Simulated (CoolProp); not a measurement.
A simple Rankine cycle with isobutane: condensing at 300.15 K, boiler at 0.916 MPa, turbine inlet 337.4 K, turbine efficiency 0.8, pump efficiency 0.7, no recuperator. Each further row changes one setting.

Model: reference Helmholtz-energy equation of state, Bücker 2006, in CoolProp.

| case | thermal efficiency (%) | net work (kJ/kg) | heat in (kJ/kg) | turbine exit temperature (K) | volume ratio over the turbine |
|---|---|---|---|---|---|
| as stated | 7.3 | 27.3 | 375 | 311.8 | 2.56 |
| turbine inlet 357.4 K | 7.2 | 30.2 | 418 | 333.2 | 2.51 |
| condensing temperature 292.15 K | 8.8 | 34.7 | 395 | (withheld) | 3.24 |
| boiler pressure 0.641 MPa | 4.6 | 17.7 | 387 | 323.0 | (withheld) |
| turbine efficiency 0.7 | 6.3 | (withheld) | 375 | 313.8 | 2.58 |

Fill in the missing entries.


- condensing temperature 292.15 K, turbine exit temperature (K): 306.0
- boiler pressure 0.641 MPa, volume ratio over the turbine: 1.74
- turbine efficiency 0.7, net work (kJ/kg): 23.7
